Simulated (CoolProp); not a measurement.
Properties of R236EA along the isobar 0.059 MPa.

The numbers come from the reference Helmholtz-energy equation of state, Rui 2013 in CoolProp.

| T (K) | phase | Z | cv (kJ/(kg K)) | Joule-Thomson coefficient (K/MPa) | isothermal compressibility (1/MPa) |
|---|---|---|---|---|---|
| 301.5 | gas | 0.9811 | ? | 22.85 | 17.28 |
| 317.3 | gas | 0.9844 | ? | 19.19 | 17.22 |
| 333.1 | gas | 0.9870 | ? | ? | 17.18 |
| 348.9 | gas | 0.9890 | ? | 13.95 | 17.14 |
| 364.6 | gas | 0.9906 | 0.8946 | 12.09 | 17.11 |
| 380.4 | gas | 0.9920 | ? | 10.56 | 17.09 |
| 396.2 | gas | 0.9931 | 0.9373 | ? | 17.07 |
| 412 | gas | 0.9940 | 0.9575 | ? | 17.05 |

Task: What belongs in the gaps?

Result: 
- 301.5, cv (kJ/(kg K)): 0.8028
- 317.3, cv (kJ/(kg K)): 0.8264
- 333.1, cv (kJ/(kg K)): 0.8497
- 333.1, Joule-Thomson coefficient (K/MPa): 16.28
- 348.9, cv (kJ/(kg K)): 0.8725
- 380.4, cv (kJ/(kg K)): 0.9163
- 396.2, Joule-Thomson coefficient (K/MPa): 9.309
- 412, Joule-Thomson coefficient (K/MPa): 8.270
